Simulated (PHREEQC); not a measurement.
**Spent oxide etchant: an equilibrium model**

Dissolve 0.039 mol/kgw NH4HF2 and 0.0075 mol/kgw (NH4)2SiF6 at 25 °C. Closed to the air; pH follows from the charge balance.

The numbers come from PHREEQC with the ion-association model, wateq4f.dat.

Each row changes one thing in this solution. No solid was allowed to form.

```csv
case,pH,ionic strength (mol/kgw),F- (mol/kgw),HF (mol/kgw),HF2- (mol/kgw),H2F2 (mol/kgw),SI of Quartz (SiO2)
as made,3.15,0.0623,0.0357,0.0295,0.00410,0.00230,-6.79
NH4HF2 from 0.039 to 0.0585 mol/kgw,3.16,0.0818,0.0512,0.0407,0.00815,0.00440,-7.69
(NH4)2SiF6 from 0.0075 to 0.075 mol/kgw,3.08,0.265,0.0358,0.0290,0.00424,0.00233,-5.93
NH4HF2 from 0.039 to 0.195 mol/kgw,3.18,0.218,0.142,0.0931,0.0535,0.0238,-10.13
0.0034 mol/kgw CO2 added,3.15,0.0623,0.0357,0.0295,0.00410,0.00230,-6.79
0.0015 mol/kgw NaOH added,3.19,0.0638,0.0372,0.0284,0.00410,0.00213,-6.76
diluted 5-fold with water,3.21,0.0130,0.00826,0.00668,0.000212,0.000117,-3.55
```

SiF6-2 is the database's only silicon fluoride.
